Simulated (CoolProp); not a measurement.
Model: reference Helmholtz-energy equation of state, Lemmon 2006, in CoolProp. It is a short technical equation, of lower accuracy than the large ones.

Question: Give the vapour pressure (MPa), liquid cp (kJ/(kg K)), vapour Z, surface tension (mN/m) of saturated CH3F (R41) at 239.5, 254.5 K.

Answer: 
```json
[
 {"T (K)": "239.5", "p (MPa)": "0.723", "liquid cp (kJ/(kg K))": "2.23", "vapour Z": "0.856", "surface tension (mN/m)": "8.81"},
 {"T (K)": "254.5", "p (MPa)": "1.19", "liquid cp (kJ/(kg K))": "2.36", "vapour Z": "0.802", "surface tension (mN/m)": "6.75"}
]
```

Surface tension comes from a separate correlation (Mulero 2012).
